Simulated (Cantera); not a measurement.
**Ammonia decomposition in nitride growth gas**

An isothermal, constant-pressure homogeneous reactor starts with NH3 : N2 = 1 : 0.25 (molar parts), at 2150 K and 128 Torr.

Cantera simulation using the gas-phase N/H chemistry of the illustrative SiF4/NH3 mechanism in the Surface Chemkin manual (1991); the numbers are that mechanism's predictions, not measurements. Walls and surfaces, which speed up NH3 decomposition in real reactors, are not modelled.

```csv
t (s),x NH3,x H2,x H,x NH2,x N2H2
3.00e-5,0.799,0.000197,1.65e-6,0.000391,1.61e-7
6.31e-5,0.799,0.000431,1.88e-6,0.000811,8.81e-7
0.000133,0.797,0.00106,2.99e-6,0.00158,4.06e-6
0.000279,0.794,0.00319,6.73e-6,0.00246,1.08e-5
0.000588,0.787,0.00929,1.45e-5,0.00271,1.38e-5
0.00124,0.771,0.0225,2.88e-5,0.00260,1.34e-5
0.00260,0.739,0.0492,5.61e-5,0.00240,1.24e-5
0.00548,0.678,0.100,0.000107,0.00214,1.07e-5
0.0115,0.570,0.190,0.000201,0.00181,8.20e-6
0.0242,0.409,0.325,0.000369,0.00141,5.16e-6
0.0510,0.222,0.481,0.000655,0.000920,2.40e-6
0.107,0.0733,0.604,0.00118,0.000436,6.75e-7
0.226,0.00750,0.658,0.00283,9.82e-5,6.25e-8
0.475,7.18e-5,0.660,0.00821,2.73e-6,1.05e-10
1.00,1.35e-5,0.660,0.00836,5.20e-7,4.13e-12
```
x: mole fraction; the columns are a selection and need not sum to one.

Equilibrium at this temperature and pressure: NH3 8.36e-7, H2 0.660, H 0.00836, NH2 3.23e-8, N2H2 <1e-12 (gas phase only).
